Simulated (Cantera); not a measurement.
Cantera run:

```python
import numpy as np
import cantera as ct

gas_names = """
    Fe FeO Fe(OH)2 H HO2 H2 H2O H2O2 O OH O2 O3
""".split()
cond_names = """
    Fe(a) Fe(c) Fe(d) Fe(L) FeO(s) FeO(L) Fe(OH)2(s) Fe(OH)3(s) Fe2O3(s) Fe3O4(s) H2O(s) H2O(L)
""".split()


# ... load() reads the species with a 1 bar reference pressure and builds the phases ...
atoms = {
    'Fe2O3': {'Fe': 2, 'O': 3},
    'H2': {'H': 2},
    'H2O': {'H': 2, 'O': 1},
}
top_T = {'Fe2O3(s)': 1830, 'Fe3O4(s)': 1870}  # K; cautious upper limits of use, not melting points


# ... equilibrate(T, P, feed) seeds the gas with the atoms and calls Mixture.equilibrate('TP', solver="vcs", rtol=1e-11, max_steps=5000) ...
results = []
feed = {'Fe2O3': 1, 'H2': 120, 'H2O': 0.46}  # mol
P = 250  # Pa
for T in [1050, 1100, 1150, 1200, 1250, 1300, 1350, 1400, 1450, 1500, 1550, 1600, 1650, 1700]:
    mix = equilibrate(T, P, feed)
    results.append((T, P, feed, dict(zip(mix.species_names, mix.species_moles))))
    x = sorted(zip(gas.X, gas.species_names), reverse=True)
    print(f"T = {T:g} K  P = {P:g} Pa  gas = {mix.phase_moles(0):.4g} mol")
    print("   x: " + "  ".join(f"{s} {v:.3e}" for v, s in x if v > 0.0001))
    print("   condensed (mol): " + ("  ".join(f"{mix.phase(i).name} {mix.phase_moles(i):.4g}"
          for i in range(1, mix.n_phases) if mix.phase_moles(i) > 1e-12) or "none"))
```

Result:

```
T = 1050 K  P = 250 Pa  gas = 120.5 mol
   x: H2 9.713e-01  H2O 2.872e-02
   condensed (mol): Fe(a) 2
T = 1100 K  P = 250 Pa  gas = 120.5 mol
   x: H2 9.713e-01  H2O 2.872e-02
   condensed (mol): Fe(a) 2
T = 1150 K  P = 250 Pa  gas = 120.5 mol
   x: H2 9.713e-01  H2O 2.872e-02
   condensed (mol): Fe(a) 2
T = 1200 K  P = 250 Pa  gas = 120.5 mol
   x: H2 9.713e-01  H2O 2.872e-02
   condensed (mol): Fe(c) 2
T = 1250 K  P = 250 Pa  gas = 120.5 mol
   x: H2 9.713e-01  H2O 2.872e-02
   condensed (mol): Fe(c) 2
T = 1300 K  P = 250 Pa  gas = 120.5 mol
   x: H2 9.713e-01  H2O 2.872e-02
   condensed (mol): Fe(c) 2
T = 1350 K  P = 250 Pa  gas = 120.5 mol
   x: H2 9.712e-01  H2O 2.872e-02
   condensed (mol): Fe(c) 2
T = 1400 K  P = 250 Pa  gas = 120.5 mol
   x: H2 9.712e-01  H2O 2.872e-02
   condensed (mol): Fe(c) 1.999
T = 1450 K  P = 250 Pa  gas = 120.5 mol
   x: H2 9.711e-01  H2O 2.872e-02  H 1.864e-04
   condensed (mol): Fe(c) 1.998
T = 1500 K  P = 250 Pa  gas = 120.5 mol
   x: H2 9.709e-01  H2O 2.872e-02  H 3.469e-04
   condensed (mol): Fe(c) 1.993
T = 1550 K  P = 250 Pa  gas = 120.5 mol
   x: H2 9.705e-01  H2O 2.871e-02  H 6.205e-04  Fe 1.677e-04
   condensed (mol): Fe(c) 1.98
T = 1600 K  P = 250 Pa  gas = 120.6 mol
   x: H2 9.698e-01  H2O 2.869e-02  H 1.071e-03  Fe 4.386e-04
   condensed (mol): Fe(c) 1.947
T = 1650 K  P = 250 Pa  gas = 120.7 mol
   x: H2 9.685e-01  H2O 2.866e-02  H 1.788e-03  Fe 1.081e-03
   condensed (mol): Fe(c) 1.87
T = 1700 K  P = 250 Pa  gas = 120.9 mol
   x: H2 9.660e-01  H2O 2.860e-02  H 2.896e-03  Fe 2.517e-03
   condensed (mol): Fe(d) 1.695
```

Method: chemical equilibrium by Gibbs-energy minimisation in Cantera with the NASA 1993 tables (ideal gas, pure condensed phases).
